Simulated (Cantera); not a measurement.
Cantera run:

```python
import numpy as np
import cantera as ct

gas_names = """
    N2O NO
""".split()
cond_names = """
    Cr(cr) Cr(L) Cr2N(s)
""".split()


# ... load() reads the species with a 1 bar reference pressure and builds the phases ...
species = {s.name: s for s in load("nasa_gas.yaml", gas_names) + load("nasa_condensed.yaml", cond_names)}
# Each term lists the table entries of one substance; the one whose range holds T is used.
reactions = {
    'N2O(g) + 2 Cr = NO(g) + Cr2N':
        [(-1, ['N2O']), (-2, ['Cr(cr)', 'Cr(L)']), (1, ['NO']), (1, ['Cr2N(s)'])],
}


def pick(names, T):
    return next(species[n] for n in names if species[n].thermo.min_temp <= T <= species[n].thermo.max_temp)


results = []
for label, terms in reactions.items():
    print(label)
    print("     T/K   dH/kJ  dS/(J/K)   dG/kJ   log10 K")
    for T in [300, 1473, 1498, 1523, 1548, 1573, 1598, 1623, 1648, 1673, 1698, 1723]:
        used = [(nu, pick(names, T)) for nu, names in terms]
        dH = sum(nu * s.thermo.h(T) for nu, s in used) / 1e6
        dS = sum(nu * s.thermo.s(T) for nu, s in used) / 1e3
        dG = dH - T * dS / 1e3
        logK = -dG * 1e6 / (ct.gas_constant * T * np.log(10))
        results.append((label, T, dH, dS, dG, logK, [s.name for _, s in used]))
        print(f"{T:8g} {dH:8.1f} {dS:8.1f} {dG:8.1f} {logK:8.2f}")
```

It prints:

```
N2O(g) + 2 Cr = NO(g) + Cr2N
     T/K   dH/kJ  dS/(J/K)   dG/kJ   log10 K
     300   -115.8      8.5   -118.4    20.61
    1473   -109.4     19.2   -137.6     4.88
    1498   -109.4     19.2   -138.1     4.82
    1523   -109.4     19.1   -138.6     4.75
    1548   -109.5     19.1   -139.1     4.69
    1573   -109.5     19.1   -139.5     4.63
    1598   -109.6     19.0   -140.0     4.58
    1623   -109.7     19.0   -140.5     4.52
    1648   -109.8     18.9   -141.0     4.47
    1673   -109.9     18.8   -141.4     4.42
    1698   -110.0     18.8   -141.9     4.37
    1723   -110.2     18.7   -142.4     4.32
```

Cantera with NASA thermochemical tables; ideal gases at 1 bar, condensed phases pure. Condensed species are held in their standard states even where they would react or evaporate.
